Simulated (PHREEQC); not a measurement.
## Acid rinse or clean (model solution)

Solution (50 °C): 0.12 mol/kgw HCl and 0.0034 mol/kgw FeCl3. Closed to the air; pH follows from the charge balance.

The numbers come from PHREEQC with the ion-association model, phreeqc.dat.

* **pH**: 1.01
* **ionic strength**: 0.133 mol/kgw
* **density**: 0.991 g/cm³
* **total alkalinity**: -127 meq/kg

```tsv
species	molality	activity	log γ
Cl-	0.128	0.0939	-0.133
H+	0.120	0.0969	-0.093
FeCl+2	0.00224	0.000735	-0.485
Fe+3	0.000858	0.000125	-0.838
FeCl2+	0.000196	0.000148	-0.121
FeOH+2	9.82e-5	3.22e-5	-0.485
FeCl3	1.35e-6	1.39e-6	0.013
Fe2(OH)2+4	9.40e-7	1.07e-8	-1.943
Fe(OH)2+	3.44e-7	2.62e-7	-0.118
```

No solid was allowed to form. Saturation is exceeded, for instance for Hematite (slow to form), Goethite (slow to form); the values hold only as long as no solid forms. Constants without temperature data keep their 25 °C values here.
